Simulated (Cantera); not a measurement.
Cantera run, input and output.

```python
import numpy as np
import cantera as ct

gas = ct.Solution("SiF4_NH3_mec.yaml", "gas")
gas.TPX = 1798, 2500, {'NH3': 1, 'N2': 5.2}
reactor = ct.IdealGasConstPressureReactor(gas, energy="off", clone=False)
net = ct.ReactorNet([reactor])
net.rtol, net.atol = 1e-08, 1e-18
show = ['NH3', 'N2H4', 'N2', 'H', 'NH']
times = np.geomspace(0.0002, 30, 13)

steps = ct.SolutionArray(gas, extra=["t"])
rows = []
print(f"{'t/s':>10s}{'T/K':>9s}{'P/Pa':>11s}" + "".join(f"{s:>11s}" for s in show))
for t in times:
    while net.time < t:
        t_next = net.step()
        steps.append(gas.state, t=t_next)
    rows.append([np.interp(t, steps.t, y) for y in (steps.T, steps.P, *steps(*show).X.T)])
    print(f"{t:10.3e}{rows[-1][0]:9.1f}{rows[-1][1]:11.4g}" + "".join(f"{x:11.3e}" for x in rows[-1][2:]))
rate = np.gradient(steps.T, steps.t)
print("integrator steps:", len(steps.t))
if steps.T.max() > steps.T[0] + 200:
    print(f"time of steepest temperature rise: {steps.t[rate.argmax()]:.4e} s")
gas.TPX = 1798, 2500, {'NH3': 1, 'N2': 5.2}
gas.equilibrate("TP")
print(f"equilibrium (TP): T = {gas.T:.1f} K  " + "  ".join(f"{s} {gas[s].X[0]:.3e}" for s in show))
```

It prints:

```
       t/s      T/K       P/Pa        NH3       N2H4         N2          H         NH
 2.000e-04   1798.0       2500  1.613e-01  1.223e-13  8.387e-01  6.134e-08  4.001e-11
 5.400e-04   1798.0       2500  1.613e-01  1.043e-12  8.387e-01  6.137e-08  3.760e-10
 1.458e-03   1798.0       2500  1.613e-01  8.036e-12  8.387e-01  6.173e-08  3.899e-09
 3.936e-03   1798.0       2500  1.613e-01  5.951e-11  8.387e-01  6.500e-08  3.968e-08
 1.063e-02   1798.0       2500  1.612e-01  4.310e-10  8.387e-01  9.483e-08  2.649e-07
 2.869e-02   1798.0       2500  1.610e-01  2.835e-09  8.386e-01  3.662e-07  1.047e-06
 7.746e-02   1798.0       2500  1.595e-01  7.488e-09  8.381e-01  2.145e-06  2.402e-06
 2.091e-01   1798.0       2500  1.546e-01  6.184e-09  8.367e-01  6.560e-06  3.294e-06
 5.646e-01   1798.0       2500  1.425e-01  4.192e-09  8.332e-01  1.572e-05  3.977e-06
 1.524e+00   1798.0       2500  1.169e-01  2.516e-09  8.257e-01  3.454e-05  4.040e-06
 4.116e+00   1798.0       2500  7.419e-02  1.133e-09  8.133e-01  7.120e-05  3.383e-06
 1.111e+01   1798.0       2500  2.841e-02  2.582e-10  7.999e-01  1.352e-04  2.171e-06
 3.000e+01   1798.0       2500  4.391e-03  1.660e-11  7.928e-01  2.616e-04  9.314e-07
integrator steps: 1138
equilibrium (TP): T = 1798.0 K  NH3 6.121e-08  N2H4 4.698e-20  N2 7.913e-01  H 1.022e-03  NH 1.902e-10
```

Computed with Cantera and the gas-phase N/H chemistry of the illustrative SiF4/NH3 mechanism in the Surface Chemkin manual (1991). Walls and surfaces, which speed up NH3 decomposition in real reactors, are not modelled.
